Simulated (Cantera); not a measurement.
A perfectly stirred reactor is fed with H2 : O2 : N2 = 1 : 0.5 : 1.88 (molar parts), equivalence ratio 1.0, at 760 Torr; it is adiabatic with a 675 K inlet, and is followed from long to short residence time, starting on the burning branch (τ in s: 0.032, 0.015, 0.0076, 0.0037, 0.0018, 0.00091, 0.00045, 0.00022, 0.00011, 5.3e-05).

Model: GRI-Mech 3.0 (53 species, 325 reactions), integrated in Cantera.

Q: What does this change do: inlet temperature 675 to 600 K?

A: 
| quantity | before | after |
|---|---|---|
| blow-out, bracketed by the residence times tried | burning at 53.0 µs, the shortest tried | burning at 53.0 µs, the shortest tried |
| x(H2) at τ = 32.0 ms | 0.0267 | 0.0246 |
| x(O2) at τ = 32.0 ms | 0.00853 | 0.00795 |
| x(H2O) at τ = 32.0 ms | 0.303 | 0.307 |
| x(NO) at τ = 32.0 ms | 0.00380 | 0.00329 |
| x(N2O) at τ = 32.0 ms | 2.08e-7 | 1.87e-7 |
| x(H2) at τ = 0.910 ms | 0.0384 | 0.0374 |
| x(O2) at τ = 0.910 ms | 0.0155 | 0.0153 |
| x(H2O) at τ = 0.910 ms | 0.279 | 0.281 |
| x(NO) at τ = 0.910 ms | 0.000442 | 0.000333 |
| x(N2O) at τ = 0.910 ms | 9.81e-8 | 9.14e-8 |

Q: What does this change do: pressure from 760 Torr to 3600 Torr?

A: 
```
quantity                                                                          before                                   after
------------------------------------------------  --------------------------------------  --------------------------------------
blow-out, bracketed by the residence times tried  burning at 53.0 µs, the shortest tried  burning at 53.0 µs, the shortest tried
x(H2) at τ = 32.0 ms                                                              0.0267                                  0.0204
x(O2) at τ = 32.0 ms                                                             0.00853                                 0.00582
x(H2O) at τ = 32.0 ms                                                              0.303                                   0.315
x(NO) at τ = 32.0 ms                                                             0.00380                                 0.00408
x(N2O) at τ = 32.0 ms                                                            2.08e-7                                 4.63e-7
x(H2) at τ = 0.910 ms                                                             0.0384                                  0.0227
x(O2) at τ = 0.910 ms                                                             0.0155                                 0.00779
x(H2O) at τ = 0.910 ms                                                             0.279                                   0.310
x(NO) at τ = 0.910 ms                                                           0.000442                                 0.00170
x(N2O) at τ = 0.910 ms                                                           9.81e-8                                 4.09e-7
```
The hydrogen kinetics of GRI-Mech 3.0 are dated; newer H2 mechanisms differ, most at raised pressure.

Q: What does this change do: pressure from 760 Torr to 3530 Torr?

A: 
```
quantity                                                                          before                                   after
------------------------------------------------  --------------------------------------  --------------------------------------
blow-out, bracketed by the residence times tried  burning at 53.0 µs, the shortest tried  burning at 53.0 µs, the shortest tried
x(H2) at τ = 32.0 ms                                                              0.0267                                  0.0205
x(O2) at τ = 32.0 ms                                                             0.00853                                 0.00585
x(H2O) at τ = 32.0 ms                                                              0.303                                   0.315
x(NO) at τ = 32.0 ms                                                             0.00380                                 0.00408
x(N2O) at τ = 32.0 ms                                                            2.08e-7                                 4.58e-7
x(H2) at τ = 0.910 ms                                                             0.0384                                  0.0228
x(O2) at τ = 0.910 ms                                                             0.0155                                 0.00785
x(H2O) at τ = 0.910 ms                                                             0.279                                   0.310
x(NO) at τ = 0.910 ms                                                           0.000442                                 0.00168
x(N2O) at τ = 0.910 ms                                                           9.81e-8                                 4.04e-7
```
The hydrogen kinetics of GRI-Mech 3.0 are dated; newer H2 mechanisms differ, most at raised pressure.
